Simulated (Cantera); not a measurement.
A perfectly stirred reactor is fed with 17.5 % C2H6, 82.5 % N2, at 750 Torr; it is held at 1650 K, and followed from long to short residence time.

Detailed kinetics in Cantera: GRI-Mech 3.0 (53 species, 325 reactions). GRI-Mech 3.0 stops at C3 and has no aromatics, soot or wall deposition, so with more carbon than oxygen in the feed, carbon stays in small species such as C2H2 where larger ones or solid carbon would form.

x: mole fraction; the columns are a selection and need not sum to one.

```
τ (s)     x C2H6       x H  x CH2    x HCN     x CH3  x C2H2    x C2H
------  --------  --------  -----  -------  --------  ------  -------
1.8      1.30e-5   4.81e-5      ?  5.58e-7   7.57e-5   0.121  1.08e-7
0.87     2.41e-5   5.00e-5      ?  4.13e-7  0.000101   0.119  1.14e-7
0.41     4.66e-5   5.34e-5      ?  3.25e-7  0.000138   0.117  1.23e-7
0.19     9.03e-5   5.91e-5      ?  2.73e-7  0.000189   0.115  1.38e-7
0.092   0.000165   6.74e-5      ?  2.45e-7  0.000252   0.113  1.59e-7
0.043   0.000305   7.99e-5      ?  2.30e-7  0.000339   0.111  1.89e-7
0.021   0.000538   9.54e-5      ?  2.22e-7  0.000446   0.108  2.27e-7
0.0097  0.000985  0.000116      ?  2.15e-7  0.000603   0.105  2.76e-7
0.0046   0.00178  0.000138      ?  2.06e-7  0.000810   0.100  3.27e-7
0.0022   0.00322  0.000161      ?  1.93e-7   0.00109  0.0935  3.77e-7
0.0010   0.00615  0.000185      ?  1.77e-7   0.00152  0.0827  4.17e-7
```

### Question
What belongs in the gaps?

### Answer

- 1.8, x CH2: 1.50e-8
- 0.87, x CH2: 2.12e-8
- 0.41, x CH2: 3.15e-8
- 0.19, x CH2: 4.87e-8
- 0.092, x CH2: 7.53e-8
- 0.043, x CH2: 1.21e-7
- 0.021, x CH2: 1.91e-7
- 0.0097, x CH2: 3.12e-7
- 0.0046, x CH2: 5.02e-7
- 0.0022, x CH2: 7.96e-7
- 0.0010, x CH2: 1.29e-6
